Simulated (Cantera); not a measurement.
An adiabatic, constant-volume homogeneous reactor starts with CO : H2 : CH4 : O2 : N2 = 1 : 0.56 : 0.18 : 0.6 : 2.1 (molar parts), equivalence ratio 1.9, at 1475 K and 760 Torr.

Model: GRI-Mech 3.0 (53 species, 325 reactions), integrated in Cantera.

Q: Predict: time of steepest temperature rise; temperature at 0.400 s; equilibrium temperature; x(CO) at 0.400 s; x(H2) at 0.400 s; x(NO) at 0.400 s.

A: 
| Property | Result |
|---|---|
| time of steepest temperature rise | 46.2 µs |
| temperature at 0.400 s | 2944 K |
| equilibrium temperature | 2944 K |
| x(CO) at 0.400 s | 0.206 (gas-phase equilibrium 0.206) |
| x(H2) at 0.400 s | 0.0574 (gas-phase equilibrium 0.0574) |
| x(NO) at 0.400 s | 0.00477 (gas-phase equilibrium 0.00477) |
